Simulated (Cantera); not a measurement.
A closed system holds: 1 mol Si₂H₆, 0.44 mol O₃, held at 1177 °C and 8.30 Pa.

Equilibrium computed with Cantera from the NASA thermochemical tables; the gas is ideal and each condensed phase is pure. Candidate condensed phases: H₂O, Si, SiO₂; 18 gas species. The feed counts by its element totals alone. Rates play no part.

Base state: H₂ 0.694, SiO 0.305, H 0.000865, Si 3.71e-5 (mole fractions); condensed: Si(s).

### Question
What changes in the equilibrium state with this change: O₃ from 0.44 to 1.2 mol?

### Answer
```
species                before     after
-------------------  --------  --------
H₂                      0.694     0.881
SiO                     0.305     0.118
H                    0.000865  0.000975
Si                    3.71e-5   8.67e-8
H₂O                   1.66e-7   3.46e-5
Si(s), mol              0.680         0
SiO₂(β-quartz), mol         0      1.60
```
The tables hold silica as quartz up to 1696 K and as liquid above; real silica turns to tridymite and cristobalite and melts near 1996 K.
